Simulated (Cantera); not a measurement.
Input: 1 mol CaCO3, a varied amount of O2, equilibrated at 1173.15 K and 3.30 bar.

Cantera equilibrium calculation (NASA polynomials, part measured and part estimated; ideal gas, pure solids and liquids). Candidate condensed phases: C, Ca, CaCO3, CaO; 15 gas species. Mutual solubility and eutectic melting of coexisting phases are not modelled. Rates play no part.

x: gas mole fraction; n: condensed amount in mol.

| n(O2) (mol) | x O2 | x CO2 | x O | x CO | n CaCO3(calcite) | n CaO(s) |
|---|---|---|---|---|---|---|
| 0.38 | 0.665 | 0.335 | 6.29e-9 | 2.07e-9 | 0.808 | 0.192 |
| 0.6 | 0.665 | 0.335 | 6.29e-9 | 2.07e-9 | 0.697 | 0.303 |
| 0.94 | 0.665 | 0.335 | 6.29e-9 | 2.07e-9 | … | … |
| 1.5 | 0.665 | 0.335 | 6.29e-9 | 2.07e-9 | … | … |
| 2.3 | 0.697 | 0.303 | 6.44e-9 | 1.83e-9 | 0 | 1.00 |
| 3.7 | 0.787 | 0.213 | 6.85e-9 | 1.21e-9 | 0 | 1.00 |
| 5.8 | 0.853 | 0.147 | 7.13e-9 | 8.01e-10 | 0 | 1.00 |

Problem. Complete the blanks.

Solution. 
- 1.5, n CaCO3(calcite): 0.244
- 1.5, n CaO(s): 0.756
- 0.94, n CaCO3(calcite): 0.526
- 0.94, n CaO(s): 0.474
